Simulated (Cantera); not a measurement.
Feed: 1 mol SiC, 0.16 mol H2O, 2.1 mol N2, equilibrated at 877 °C.

Method: chemical equilibrium by Gibbs-energy minimisation in Cantera with the NASA 1993 tables (ideal gas, pure condensed phases). Candidate condensed phases: C, C6H6, C7H8, C8H18, H2O, Si, SiC, SiO2, Si2N2O, Si3N4; 151 gas species. N2 is the only nitrogen source here; it is nearly inert below about 1500 K, so the nitride shown seldom forms there in practice. Mutual solubility and eutectic melting of coexisting phases are not modelled. Kinetics and transport are ignored.

log p: log10 of the partial pressure in bar; n: condensed amount in mol.

| P (Pa) | log p N2 | log p H2 | log p CO | log p CH4 | log p NH3 | log p SiO | log p H | n SiC(s) | n Si2N2O(s) | n C(graphite) | n Si3N4(s) |
|---|---|---|---|---|---|---|---|---|---|---|---|
| 0.100 | -6.05 | -7.16 | -7.34 | -16.18 | -17.38 | -10.42 | -10.71 | 0.893 | 0.0533 | 0 | 0 |
| 1.50 | -4.86 | -5.94 | -7.85 | -13.52 | -14.96 | -11.39 | -10.10 | 0.684 | 0.158 | 0.314 | 0 |
| 22 | (withheld) | (withheld) | (withheld) | (withheld) | (withheld) | (withheld) | (withheld) | 0 | 0.160 | 1.000 | 0.227 |
| 320 | -2.54 | -3.51 | -8.38 | -8.65 | -10.14 | -12.82 | -8.88 | 0 | 0.160 | 1.000 | 0.227 |
| 4600 | (withheld) | (withheld) | (withheld) | (withheld) | (withheld) | (withheld) | (withheld) | 0 | 0.160 | 1.000 | 0.227 |
| 68000 | -0.21 | -1.18 | -7.60 | -3.99 | -5.49 | <-12 | -7.72 | 0 | 0.160 | 1.000 | 0.227 |
| 1000000 | 0.96 | -0.03 | -7.21 | -1.69 | -3.18 | <-11 | -7.14 | 0 | 0.160 | 0.997 | 0.227 |

Q: Fill in the missing entries.

A: 
- 22, log p N2: -3.70
- 22, log p H2: -4.67
- 22, log p CO: -8.77
- 22, log p CH4: -10.97
- 22, log p NH3: -12.47
- 22, log p SiO: -12.43
- 22, log p H: -9.46
- 4600, log p N2: -1.38
- 4600, log p H2: -2.35
- 4600, log p CO: -7.99
- 4600, log p CH4: -6.33
- 4600, log p NH3: -7.83
- 4600, log p SiO: -13.20
- 4600, log p H: -8.30
